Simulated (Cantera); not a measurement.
An isothermal, constant-pressure homogeneous reactor starts with 15.6 % NO, 84.4 % N2, at 1623 K and 3800 Pa.

Computed with Cantera and GRI-Mech 3.0 (53 species, 325 reactions). Radical loss at walls, strong at low pressure, is not modelled.

Problem. Predict: x(NO) at 200 s; x(O) at 200 s; x(N2O) at 200 s; x(NO2) at 200 s; x(O2) at 200 s.

Solution. 
- x(NO) at 200 s: 0.140 (gas-phase equilibrium 0.00141)
- x(O) at 200 s: 9.72e-6 (gas-phase equilibrium 2.73e-5)
- x(N2O) at 200 s: 6.76e-6 (gas-phase equilibrium 1.76e-8)
- x(NO2) at 200 s: 2.05e-5 (gas-phase equilibrium 6.29e-7)
- x(O2) at 200 s: 0.00789 (gas-phase equilibrium 0.0774)
